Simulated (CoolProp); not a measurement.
Values from CoolProp's reference Helmholtz-energy equation of state, Wagner 2002.

Task: Give the vapour pressure (kPa), liquid density (kg/m³), vapour viscosity (µPa s) of saturated water at 538.1 K.

Result: 
```json
[
 {"T (K)": "538.1", "p (kPa)": "5080", "liquid density (kg/m³)": "776", "vapour viscosity (µPa s)": "18.0"}
]
```

Viscosity comes from a separate model (Huber 2009).
